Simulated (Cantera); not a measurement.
Feed: 1 mol trisilylamine, 30 mol NH₃, at 825 °C and 0.100 bar.

Cantera equilibrium calculation (NASA polynomials, part measured and part estimated; ideal gas, pure solids and liquids). Candidate condensed phases: Si, Si₃N₄; 18 gas species. The feed counts by its element totals alone. Rates play no part.

**Question.** What is the equilibrium state?

**Answer.** 
```json
{
  "x(H₂)": "0.786",
  "x(N₂)": "0.214",
  "x(NH₃)": "1.04e-5",
  "n(Si₃N₄(s))": "1.00 mol",
  "gas_amount": "63.00 mol",
  "log10 activity of Si(s) (absent)": "-4.92"
}
```
